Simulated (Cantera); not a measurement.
Input: 1 mol Si, 7.6 mol F2, 0.51 mol H2, held at 327 °C and 2.30 mbar.

These are equilibrium values from Cantera (NASA tables, ideal gas, pure condensed phases), not measurements of a reactor. Candidate condensed phases: Si; 25 gas species. Rates play no part.

Base state: F2 0.714, HF 0.143, SiF4 0.140, F 0.00248 (mole fractions); condensed: gas only.

**Question.** What changes in the equilibrium state with this change: F2 from 7.6 to 1.8 mol?

**Answer.** 
| species | before | after |
|---|---|---|
| SiF4 | 0.140 | 0.635 |
| H2 | <1e-9 | 0.360 |
| SiHF3 | <1e-9 | 0.00522 |
| F2 | 0.714 | <1e-9 |
| HF | 0.143 | 1.52e-9 |
| F | 0.00248 | <1e-9 |
| SiH2F2 | <1e-9 | 3.11e-5 |
| Si(s), mol | 0 | 0.0981 |

**Question.** What changes in the equilibrium state with this change: F2 from 7.6 to 0.84 mol?

**Answer.** 
```json
[
 {"species": "H2", "before": "<1e-9", "after": "0.547"},
 {"species": "SiF4", "before": "0.140", "after": "0.448"},
 {"species": "SiHF3", "before": "<1e-9", "after": "0.00496"},
 {"species": "F2", "before": "0.714", "after": "<1e-9"},
 {"species": "HF", "before": "0.143", "after": "1.71e-9"},
 {"species": "F", "before": "0.00248", "after": "<1e-9"},
 {"species": "SiH2F2", "before": "<1e-9", "after": "3.97e-5"},
 {"species": "Si(s), mol", "before": "0", "after": "0.579"}
]
```

**Question.** What changes in the equilibrium state with this change: temperature from 327 °C to 650 °C?

**Answer.** 
| species | before | after |
|---|---|---|
| F | 0.00248 | 0.489 |
| F2 | 0.714 | 0.297 |
| HF | 0.143 | 0.108 |
| SiF4 | 0.140 | 0.106 |
